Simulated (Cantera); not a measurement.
# Hydrocarbon pyrolysis for carbon deposition

An isothermal, constant-pressure homogeneous reactor starts with C₂H₆ : N₂ = 1 : 110 (molar parts), at 1750 K and 0.00120 bar.

Model: GRI-Mech 3.0 (53 species, 325 reactions), integrated in Cantera. GRI-Mech 3.0 stops at C3 and has no aromatics, soot or wall deposition, so with more carbon than oxygen in the feed, carbon stays in small species such as C2H2 where larger ones or solid carbon would form. Radical loss at walls, strong at low pressure, is not modelled.

```csv
t (s),x C₂H₆,x C₂H₂,x C₂H,x CH₄,x H₂,x CH₃
0.000900,0.00770,9.16e-9,<1e-12,1.18e-5,6.08e-6,0.00253
0.00188,0.00641,3.53e-7,1.91e-11,4.78e-5,8.00e-5,0.00469
0.00393,0.00398,2.97e-5,2.18e-8,0.000176,0.000777,0.00737
0.00822,0.000970,0.000700,1.34e-6,0.000528,0.00364,0.00772
0.0172,2.96e-5,0.00353,4.17e-6,0.000929,0.00899,0.00366
0.0359,5.65e-7,0.00640,3.40e-6,0.000929,0.0133,0.00124
0.0751,1.08e-7,0.00779,2.31e-6,0.000740,0.0154,0.000534
0.157,3.46e-8,0.00830,1.66e-6,0.000562,0.0163,0.000288
0.328,1.30e-8,0.00849,1.27e-6,0.000424,0.0167,0.000170
0.686,5.10e-9,0.00859,1.02e-6,0.000316,0.0170,0.000104
1.44,2.02e-9,0.00866,8.67e-7,0.000229,0.0172,6.41e-5
3.00,7.87e-10,0.00870,7.73e-7,0.000157,0.0173,3.95e-5
```
x: mole fraction; the columns are a selection and need not sum to one.

Equilibrium at this temperature and pressure: C₂H₆ <1e-12, C₂H₂ 0.000760, C₂H 2.75e-7, CH₄ 6.34e-9, H₂ 0.0173, CH₃ 6.60e-9 (gas phase only).
